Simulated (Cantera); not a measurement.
## Thermodynamics of silicon epitaxy and polysilicon growth, feed Si₃H₈ + Cl₂ + H₂

Feed: 1 mol Si₃H₈, 0.016 mol Cl₂, 32 mol H₂, held at 1148 K and 7.50 Torr.

Cantera equilibrium calculation (NASA polynomials, part measured and part estimated; ideal gas, pure solids and liquids). Candidate condensed phases: Si; 19 gas species. The feed counts by its element totals alone. Rates play no part.

```yaml
x(H₂): 0.999
x(HCl): 0.000885
x(SiCl₂): 1.72e-6
n(Si(s)): 3.00 mol
gas_amount: 36.02 mol
```
